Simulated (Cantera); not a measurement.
# Diamond growth

A diamond (100) surface in a fixed gas of H2 with x(CH4) = 0.012, x(H) = 0.022, x(CH3) = 1.2e-05, at 1348 K; coverages are run to steady state.

Cantera simulation using the Harris–Goodwin 1993 mechanism for the reconstructed diamond (100) surface; the numbers are that mechanism's predictions, not measurements.

```
P (Pa)  growth (µm/h)  θ c6HH  θ c6H*  θ c6*H  θ c6**
------  -------------  ------  ------  ------  ------
360           0.00717   0.352  0.0544   0.538  0.0554
580            0.0131   0.352  0.0544   0.538  0.0554
940            0.0238   0.352  0.0544   0.538  0.0554
1500           0.0428   0.352  0.0545   0.538  0.0554
2500           0.0831   0.352  0.0545   0.538  0.0555
4100            0.163   0.352  0.0546   0.538  0.0555
6600            0.321   0.352  0.0547   0.538  0.0555
11000           0.681   0.352  0.0549   0.538  0.0556
```
θ: site fractions in the mechanism's names (c6HH fully hydrogenated, c6H* and c6*H radical sites, c6** diradical, c6HM methylated).
